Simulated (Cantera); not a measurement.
Charge: 1 mol PbO, 7 mol H₂, 33 mol N₂, equilibrated at 1.33 mbar.

Equilibrium computed with Cantera from the NASA thermochemical tables; the gas is ideal and each condensed phase is pure. Candidate condensed phases: H₂O, Pb, PbO, PbO₂, Pb₃O₄; 27 gas species. Equilibrium is a limit: real reactors are often held back by kinetics, nucleation or transport.

Problem. What share of the Pb ends up in condensed phases as a function of T (°C), at 275, 425, 575, 725, 875, 1025, 1175, 1325?

Solution. 
```
T (°C)  Pb condensed (%)     as
------  ----------------  -----
275                100.0  Pb(s)
425                100.0  Pb(l)
575                 99.1  Pb(l)
725                 53.0  Pb(l)
875                  0.0      -
1025                 0.0      -
1175                 0.0      -
1325                 0.0      -
```
